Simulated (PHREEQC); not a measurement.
0.28 g of hydrous ferric oxide (600 m²/g; 0.2 weak and 0.005 strong sites per Fe, Dzombak-Morel constants, diffuse double layer) in 1 kg of water with 0.1 mol/kgw of an inert sodium salt, at 25 °C; the pH is set by adding NaOH or the inert anion's acid. Oxygen is held at 0.21 atm. The system is closed to CO2. Nothing may precipitate in this run.

Equilibrium calculation in PHREEQC: ion-association model, wateq4f.dat.

| pH | surface charge σ (C/m²) | surface potential ψ (mV) |
|---|---|---|
| 4 | 0.321 | 147 |
| 5 | 0.215 | 126 |
| 6 | 0.111 | 93 |
| 7 | 0.045 | 52 |
| 8 | 0.004 | 5 |
| 9 | -0.034 | -42 |
| 10 | -0.094 | -85 |
| 11 | -0.190 | -120 |
| 12 | -0.307 | -141 |
